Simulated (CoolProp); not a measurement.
Aqueous ethanol as a coolant, 27 % by mass, freezing at -17.3 °C, 1 atm.

Values from CoolProp's Melinder's fits for secondary coolants.

```csv
T (°C),viscosity (mPa s),conductivity (W/(m K)),density (kg/m³),cp (kJ/(kg K))
-12.9,14.2,0.403,973.2,4.205
-4.4,8.20,0.409,970.4,4.228
4.1,5.12,0.415,966.9,4.244
12.7,3.42,0.421,962.8,4.254
21.2,2.43,0.428,958.2,4.263
29.7,1.80,0.434,953.2,4.272
38.3,1.38,0.440,947.8,4.286
```
